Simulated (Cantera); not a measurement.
A freely propagating, adiabatic, planar premixed flame of CH₄ : H₂ : O₂ : N₂ : H₂O = 1 : 0.19 : 1.5 : 5.84 : 0.22 (molar parts), equivalence ratio 1.4, unburnt at 523 K and 4950 Torr; mixture-averaged transport, grid criteria slope 0.08 and curve 0.16, no radiation.

Cantera simulation using GRI-Mech 3.0 (53 species, 325 reactions); the numbers are that mechanism's predictions, not measurements. Burning velocities carry a grid error of a few per cent, more on coarse grids.

### Question
What does this change do: inlet temperature 523 to 673 K?

### Answer
| quantity | before | after |
|---|---|---|
| laminar burning velocity | 21.1 cm/s | 41.7 cm/s |
| thermal thickness | 0.202 mm | 0.144 mm |
| peak x(C₂H₂) | 0.00247 | 0.00229 |
| peak x(H) | 0.000639 | 0.00127 |
